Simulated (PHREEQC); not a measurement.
Make-up at 70 °C: 18 mmol/kgw CuSO4, 0.2 mmol/kgw H2SO4 and 0.52 mmol/kgw Na2SO4. Closed to the air; pH follows from the charge balance.

Computed with PHREEQC (ion-association model, phreeqc.dat).

**Question.** The ionic strength comes out as 0.0459 mol/kgw. What activity coefficients do Cu2(OH)2+2, Cu+2, NaSO4-, SO4-2, HSO4- get?

**Answer.** Cu2(OH)2+2 0.43, Cu+2 0.46, NaSO4- 0.82, SO4-2 0.44, HSO4- 0.81.

Precipitation was switched off in this run. Constants without temperature data keep their 25 °C values here.
